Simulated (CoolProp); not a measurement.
Vapour-liquid equilibrium of n-pentane (1) + benzene (2) at 0.731 MPa; x and y are mole fractions of (1).

Computed with CoolProp (multi-fluid Helmholtz-energy mixture model, Thol 2019 and Thol 2012; pair parameters Bell 2016).

Task: Give the bubble temperature and the first vapour's composition at x = 0.15, 0.75, 0.95. Is there an azeotrope?

Result: x = 0.15: 419.0 K, y = 0.343; x = 0.75: 389.9 K, y = 0.863; x = 0.95: 384.1 K, y = 0.973. No azeotrope shows between x = 0.05 and 0.95.

The pair parameters rest on a limited set of measurements; away from them the model extrapolates.
